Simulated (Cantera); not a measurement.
# Low-pressure radical oxidation in H2/O2

An isothermal, constant-pressure homogeneous reactor starts with H2 : O2 = 0.042 : 1 (molar parts), equivalence ratio 0.021, at 900 K and 20.0 Torr.

Cantera simulation using the H2/O2 subset of GRI-Mech 3.0, which has no nitrogen chemistry; the numbers are that mechanism's predictions, not measurements. Radical loss at walls, strong at low pressure, is not modelled. Below about 950 K walls govern HO2 and H2O2 in real vessels. The temperature is held fixed by assumption; the heat of reaction is taken as removed at once.

```json
[
 {"t (s)": "0.000600", "x H2": "0.0403", "x O2": "0.960", "x OH": "1.30e-11", "x HO2": "2.48e-11", "x H2O2": "<1e-12"},
 {"t (s)": "0.00145", "x H2": "0.0403", "x O2": "0.960", "x OH": "1.69e-10", "x HO2": "1.08e-10", "x H2O2": "<1e-12"},
 {"t (s)": "0.00351", "x H2": "0.0403", "x O2": "0.960", "x OH": "5.39e-8", "x HO2": "1.88e-8", "x H2O2": "1.49e-12"},
 {"t (s)": "0.00850", "x H2": "0.0178", "x O2": "0.951", "x OH": "0.00155", "x HO2": "1.79e-5", "x H2O2": "5.84e-7"},
 {"t (s)": "0.0206", "x H2": "0.000806", "x O2": "0.958", "x OH": "0.000252", "x HO2": "9.54e-6", "x H2O2": "3.13e-7"},
 {"t (s)": "0.0498", "x H2": "0.000200", "x O2": "0.959", "x OH": "7.03e-5", "x HO2": "3.35e-6", "x H2O2": "1.48e-7"},
 {"t (s)": "0.120", "x H2": "6.19e-5", "x O2": "0.959", "x OH": "3.04e-5", "x HO2": "1.31e-6", "x H2O2": "8.26e-8"},
 {"t (s)": "0.292", "x H2": "1.77e-5", "x O2": "0.959", "x OH": "1.51e-5", "x HO2": "4.78e-7", "x H2O2": "4.55e-8"},
 {"t (s)": "0.706", "x H2": "4.11e-6", "x O2": "0.959", "x OH": "7.67e-6", "x HO2": "1.47e-7", "x H2O2": "2.33e-8"},
 {"t (s)": "1.71", "x H2": "7.20e-7", "x O2": "0.959", "x OH": "3.86e-6", "x HO2": "3.85e-8", "x H2O2": "1.10e-8"},
 {"t (s)": "4.13", "x H2": "9.02e-8", "x O2": "0.959", "x OH": "1.96e-6", "x HO2": "9.87e-9", "x H2O2": "4.83e-9"},
 {"t (s)": "10.0", "x H2": "7.46e-9", "x O2": "0.959", "x OH": "1.05e-6", "x HO2": "2.85e-9", "x H2O2": "2.06e-9"}
]
```
x: mole fraction; the columns are a selection and need not sum to one.

Equilibrium at this temperature and pressure: H2 <1e-12, O2 0.959, OH 3.05e-8, HO2 1.28e-10, H2O2 4.48e-12 (gas phase only).
